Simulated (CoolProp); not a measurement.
Vapour pressure (MPa) of CF4 (R14): the reference equation beside estimates from Tc = -45.8 °C, pc = 3.762 MPa, ω = 0.178. Clausius-Clapeyron is anchored at -126.15 °C with a constant enthalpy of vaporisation of 11.74 kJ/mol.

Values from CoolProp's reference Helmholtz-energy equation of state, Platzer 1990. This equation is an older, rougher fit; its heat capacities, sound speeds and derivatives of the liquid may be far off and weren't checked against measurements.

```json
[
 {"T (°C)": "-143.85", "reference": "0.02852", "Lee-Kesler": "0.02793", "Clausius-Clapeyron": "0.03103"},
 {"T (°C)": "-137.95", "reference": "0.04762", "Lee-Kesler": "0.04700", "Clausius-Clapeyron": "0.04997"},
 {"T (°C)": "-132.05", "reference": "0.07575", "Lee-Kesler": "0.07528", "Clausius-Clapeyron": "0.07733"},
 {"T (°C)": "-126.15", "reference": "0.1156", "Lee-Kesler": "0.1155", "Clausius-Clapeyron": "0.1156"},
 {"T (°C)": "-120.25", "reference": "0.1700", "Lee-Kesler": "0.1707", "Clausius-Clapeyron": "0.1674"},
 {"T (°C)": "-114.35", "reference": "0.2422", "Lee-Kesler": "0.2441", "Clausius-Clapeyron": "0.2359"},
 {"T (°C)": "-108.45", "reference": "0.3356", "Lee-Kesler": "0.3390", "Clausius-Clapeyron": "0.3244"},
 {"T (°C)": "-102.55", "reference": "0.4538", "Lee-Kesler": "0.4591", "Clausius-Clapeyron": "0.4364"}
]
```

Absolute difference from the reference over all 8 rows, mean and median: Lee-Kesler 0.9 and 0.9 %, Clausius-Clapeyron 3.4 and 3.0 %.
